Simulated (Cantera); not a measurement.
An adiabatic, constant-pressure homogeneous reactor starts with H2 : O2 : N2 = 1 : 0.926 : 3.48 (molar parts), at 1200 K and 16500 Torr. Integrator tolerance rtol = 1e-08.

Model: the H2/O2 subset of GRI-Mech 3.0, which has no nitrogen chemistry, integrated in Cantera. The hydrogen kinetics of GRI-Mech 3.0 are dated; newer H2 mechanisms differ, most at raised pressure. The pressure lies above the range GRI-Mech 3.0 was tuned for (to about 10 atm).

Question: What does this change do: initial temperature 1200 to 1273 K?

Answer: 
```json
[
 {"quantity": "time of steepest temperature rise", "before": "0.150 ms", "after": "34.8 µs"},
 {"quantity": "temperature at 0.900 s", "before": "2473 K", "after": "2531 K"},
 {"quantity": "equilibrium temperature", "before": "2473 K", "after": "2531 K"},
 {"quantity": "x(H2) at 0.900 s", "before": "0.000764 (gas-phase equilibrium 0.000764)", "after": "0.00101 (gas-phase equilibrium 0.00101)"},
 {"quantity": "x(O2) at 0.900 s", "before": "0.0849 (gas-phase equilibrium 0.0849)", "after": "0.0845 (gas-phase equilibrium 0.0845)"},
 {"quantity": "x(OH) at 0.900 s", "before": "0.00691 (gas-phase equilibrium 0.00691)", "after": "0.00825 (gas-phase equilibrium 0.00825)"},
 {"quantity": "x(H) at 0.900 s", "before": "0.000132 (gas-phase equilibrium 0.000132)", "after": "0.000196 (gas-phase equilibrium 0.000196)"},
 {"quantity": "x(H2O2) at 0.900 s", "before": "1.81e-6 (gas-phase equilibrium 1.81e-6)", "after": "2.03e-6 (gas-phase equilibrium 2.03e-6)"},
 {"quantity": "x(H2O) at 0.900 s", "before": "0.199 (gas-phase equilibrium 0.199)", "after": "0.198 (gas-phase equilibrium 0.198)"}
]
```
